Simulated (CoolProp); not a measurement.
R407C at 293.15 K and 0.736 MPa is compressed adiabatically to 3.79 MPa with isentropic efficiency 0.9. Each further row changes one setting.

Model: reference Helmholtz-energy equation of state, Lemmon 2003, in CoolProp. It is a pseudo-pure fit of the blend.

| case | work (kJ/kg) | final temperature (K) | final density (kg/m³) |
|---|---|---|---|
| as stated | 45.2 | 376.8 | 150 |
| efficiency 1 | 40.7 | 373.7 | 155 |
| efficiency 0.65 | 62.5 | 389.2 | 136 |
